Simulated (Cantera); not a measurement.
Input (Python, Cantera) and output of one run.

```python
import numpy as np
import cantera as ct

gas_names = """
    H HO2 H2 H2O H2O2 O OH O2 O3 Ti TiO TiO2
""".split()
cond_names = """
    H2O(s) H2O(L) Ti(a) Ti(b) Ti(L) TiO(a) TiO(b) TiO(L) TiO2(ru) TiO2(L) Ti2O3(a) Ti2O3(b) Ti2O3(L)
    Ti3O5(a) Ti3O5(b) Ti3O5(L) Ti4O7(s) Ti4O7(L)
""".split()


# ... load() reads the species with a 1 bar reference pressure and builds the phases ...
atoms = {
    'TiO2': {'Ti': 1, 'O': 2},
    'H2': {'H': 2},
}
top_T = {}  # K; cautious upper limits of use, not melting points


# ... equilibrate(T, P, feed) seeds the gas with the atoms and calls Mixture.equilibrate('TP', solver="vcs", rtol=1e-11, max_steps=5000) ...
results = []
feed = {'TiO2': 1, 'H2': 0.37}  # mol
P = 1333.22  # Pa
for T in [1000, 1100, 1200, 1300, 1400, 1500, 1600, 1700, 1800, 1900, 2000]:
    mix = equilibrate(T, P, feed)
    results.append((T, P, feed, dict(zip(mix.species_names, mix.species_moles))))

top = {s: max(r[3][s] / sum(r[3][g] for g in gas_names) for r in results) for s in gas_names}
cols = sorted((s for s in top if top[s] > 1e-06), key=lambda s: -top[s])[:9]
seen = [c for c in cond_names if any(r[3].get(c, 0) > 1e-12 for r in results)]
print("log10 of partial pressures in bar; condensed amounts in mol")
print(f"{'T/K':>10s}" + "".join(f"{s[:9]:>10s}" for s in cols + seen))
for T, P, feed, n in results:
    ng = sum(n[g] for g in gas_names)
    print(f"{T:10.4g}" + "".join(f"{np.log10(max(n[s] / ng * P / 1e5, 1e-99)):10.3f}" for s in cols)
          + "".join(f"{n.get(c, 0):10.4g}" for c in seen))
```

It prints:

```
log10 of partial pressures in bar; condensed amounts in mol
       T/K        H2       H2O         H        OH      TiO2         O  TiO2(ru)  Ti4O7(s)  Ti4O7(L)
      1000    -1.875    -6.006    -9.582   -16.367   -22.847   -23.992    0.9999  2.74e-05         0
      1100    -1.875    -5.376    -8.525   -14.377   -19.873   -20.984    0.9995 0.0001167         0
      1200    -1.876    -4.849    -7.643   -12.714   -17.402   -18.471    0.9984 0.0003928         0
      1300    -1.876    -4.400    -6.894   -11.302   -15.318   -16.338    0.9956  0.001104         0
      1400    -1.878    -4.013    -6.252   -10.089   -13.538   -14.504    0.9892  0.002691         0
      1500    -1.882    -3.677    -5.695    -9.035   -12.000   -12.910    0.9767  0.005837         0
      1600    -1.889    -3.384    -5.209    -8.111   -10.658   -11.511    0.9541   0.01148         0
      1700    -1.901    -3.127    -4.782    -7.295    -9.478   -10.273    0.9171   0.02072         0
      1800    -1.919    -2.904    -4.406    -6.571    -8.433    -9.169    0.8614   0.03464         0
      1900    -1.946    -2.713    -4.074    -5.926    -7.501    -8.177    0.7844    0.0539         0
      2000    -2.022    -2.437    -3.800    -5.216    -6.665    -7.130    0.5912         0    0.1022
```

Cantera equilibrium calculation (NASA polynomials, part measured and part estimated; ideal gas, pure solids and liquids). Mutual solubility and eutectic melting of coexisting phases are not modelled. Condensed phases not in the tables: Magnéli phases beyond Ti4O7.
